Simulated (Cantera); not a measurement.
Mixture: C2H4 : O2 : N2 : H2O = 1 : 3.57 : 13.4 : 2.8 (molar parts), equivalence ratio 0.84, at 270 Torr, adiabatic and at constant volume. Ignition delay is the time to a rise of 400 K.

Cantera simulation using GRI-Mech 3.0 (53 species, 325 reactions); the numbers are that mechanism's predictions, not measurements. GRI-Mech 3.0 was tuned for natural gas; its chemistry of ethylene as a main component is partial and can be far from experiment. Where the delays flatten at high temperature, the 400 K rule measures the pace of heat release, not the induction time.

What does this change do: pressure from 270 Torr to 7500 Torr?


```tsv
quantity	before	after
delay at 1225 K	0.371 ms	0.379 ms
delay at 1375 K	0.133 ms	28.4 µs
delay at 1525 K	70.8 µs	4.92 µs
delay at 1675 K	43.7 µs	2.13 µs
delay at 1825 K	29.1 µs	1.24 µs
apparent activation energy between 1675 and 1825 K	69 kJ/mol	91 kJ/mol
```

What does this change do: C2H4 1 to 2 parts?


| quantity | before | after |
|---|---|---|
| delay at 1225 K | 0.371 ms | 0.368 ms |
| delay at 1375 K | 0.133 ms | 0.111 ms |
| delay at 1525 K | 70.8 µs | 57.4 µs |
| delay at 1675 K | 43.7 µs | 35.6 µs |
| delay at 1825 K | 29.1 µs | 24.1 µs |
| apparent activation energy between 1675 and 1825 K | 69 kJ/mol | 66 kJ/mol |
